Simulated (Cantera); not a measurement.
A closed system holds: 1 mol SiH2Cl2, 0.11 mol NO, 77 mol H2, 0.099 mol O2, equilibrated at 1650 °C and 1.33 mbar.

Cantera equilibrium calculation (NASA polynomials, part measured and part estimated; ideal gas, pure solids and liquids). Candidate condensed phases: H2O, NH4Cl, Si, SiO2, Si2N2O, Si3N4; 47 gas species. The tables' values for SiCl are old estimates; treat these amounts as uncertain. Gases not in the tables: Si2H6 and higher silanes. Equilibrium is a limit: real reactors are often held back by kinetics, nucleation or transport.

Base state: H2 0.939, H 0.0250, HCl 0.0224, Si 0.00716, SiO 0.00380, SiCl2 0.000789, N2 0.000677, Cl 0.000449 (mole fractions); condensed: gas only.

**Question.** What changes in the equilibrium state with this change: H2 from 77 to 24 mol?

**Answer.** 
| species | before | after |
|---|---|---|
| H2 | 0.939 | 0.884 |
| HCl | 0.0224 | 0.0541 |
| H | 0.0250 | 0.0243 |
| SiCl2 | 0.000789 | 0.00871 |
| SiO | 0.00380 | 0.0114 |
| Si | 0.00716 | 0.0127 |
| Si3 | 4.30e-6 | 2.43e-5 |
| SiCl | 0.000264 | 0.00117 |
| Si2 | 3.44e-5 | 0.000109 |
| N2 | 0.000677 | 0.00202 |
| Cl | 0.000449 | 0.00112 |
| Si(l), mol | 0 | 0.0592 |
